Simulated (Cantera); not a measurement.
Feed: 1 mol AlBr3, 3.8 mol N2, 17 mol H2, 25 mol N2O, equilibrated at 100 Torr.

Cantera equilibrium calculation (NASA polynomials, part measured and part estimated; ideal gas, pure solids and liquids). Candidate condensed phases: Al, AlBr3, AlN, Al2O3, Br2, H2O; 41 gas species. Gases not in the tables: Al(OH)3. The numbers say what is thermodynamically allowed, not how fast it happens. All values below are at 1698 K.

Base state: N2 0.555, H2O 0.319, O2 0.0659, Br 0.0408, HBr 0.0163, NO 0.00135, OH 0.000794, Br2 0.000384 (mole fractions); condensed: Al2O3(s).

**Question.** What changes in the equilibrium state with this change: N2O from 25 to 9.2 mol?

**Answer.** 
```
species         before    after
-------------  -------  -------
N2               0.555    0.412
H2             6.70e-5    0.249
H2O              0.319    0.244
O2              0.0659  2.79e-9
Br              0.0408  0.00375
HBr             0.0163   0.0913
NO             0.00135  2.40e-7
O              3.08e-5  6.33e-9
Al2O3(s), mol    0.500    0.500
```
